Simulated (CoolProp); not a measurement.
Vapour pressure (kPa) of n-decane: the reference equation beside estimates from Tc = 617.7 K, pc = 2101 kPa, ω = 0.488.

Computed with CoolProp (reference Helmholtz-energy equation of state, Lemmon 2006). It is a short technical equation, of lower accuracy than the large ones.

```csv
T (K),reference,Lee-Kesler,van der Waals,Redlich-Kwong,Soave-Redlich-Kwong,Peng-Robinson
281.1,0.05097,0.04938,30.00,1.163,0.05022,0.06084
301,0.2217,0.2131,48.95,3.297,0.2165,0.2507
320.8,0.7692,0.7391,75.18,7.912,0.7491,0.8368
340.6,2.237,2.159,110.1,16.72,2.181,2.367
360.4,5.631,5.475,155.0,31.88,5.511,5.845
380.3,12.64,12.39,211.5,56.12,12.43,12.94
400.1,25.60,25.30,280.1,92.05,25.32,25.98
419.9,47.78,47.56,362.1,142.8,47.54,48.21
439.8,83.47,83.56,459.1,211.7,83.53,83.95
```

Absolute difference from the reference over all 9 rows, mean and median: Lee-Kesler 2.3 and 2.8 %, van der Waals 11284.6 and 2652.6 %, Redlich-Kwong 729.7 and 466.2 %, Soave-Redlich-Kwong 1.6 and 1.7 %, Peng-Robinson 6.2 and 3.8 %.
